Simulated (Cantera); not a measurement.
## Chemical vapour transport: Fe + Cl2 + H2 + H2O

Input: 1 mol Fe, 1.6 mol Cl2, 0.99 mol H2, 0.05 mol H2O, equilibrated at 638 Torr.

These are equilibrium values from Cantera (NASA tables, ideal gas, pure condensed phases), not measurements of a reactor. Candidate condensed phases: Fe, FeCl2, FeCl3, FeO, Fe(OH)2, Fe(OH)3, Fe2O3, Fe3O4, H2O; 22 gas species. Condensed phases not in the tables: FeOCl. Rates play no part.

```csv
T (°C),x HCl,x FeCl2,x H2,x Fe2Cl4,x H2O,n FeCl2(s),n FeCl2(l)
502,0.732,4.39e-5,0.238,2.85e-6,0.0305,1.000,0
652,0.727,0.00510,0.236,0.00102,0.0303,0.988,0
802,0.663,0.0769,0.215,0.0173,0.0276,0,0.798
952,0.473,0.312,0.154,0.0409,0.0197,0,0
1102,0.460,0.359,0.150,0.0120,0.0192,0,0
1252,0.456,0.372,0.148,0.00387,0.0190,0,0
1402,0.455,0.376,0.148,0.00148,0.0190,0,0
```
x: gas mole fraction; n: condensed amount in mol.

From 502 °C to 652 °C the condensed part is FeCl2(s). At 802 °C the condensed part is FeCl2(l). From 952 °C to 1402 °C nothing is condensed. The main Fe-bearing gas is FeCl2 throughout.
